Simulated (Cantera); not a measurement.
An adiabatic, constant-volume homogeneous reactor starts with CH4 : CO : O2 : N2 = 1 : 1.4 : 1.13 : 4.23 (molar parts), equivalence ratio 2.4, at 1748 K and 698 Torr.

Detailed kinetics in Cantera: GRI-Mech 3.0 (53 species, 325 reactions).

One state of this run: T (K) = 2849; P (bar) = 1.72; x CH4 = 8.53e-12; x CO = 0.241; x O2 = 0.000350; x C2H2 = <1e-12; x NO = 0.00126; x CH2CO = <1e-12; x H = 0.0247. x: mole fraction; the columns are a selection and need not sum to one.

**Question.** Which value of t (s) does it belong to?
A. 1.21e-5
B. 0.00664
C. 2.00e-6
D. 0.000181

**Answer.** B, 0.00664
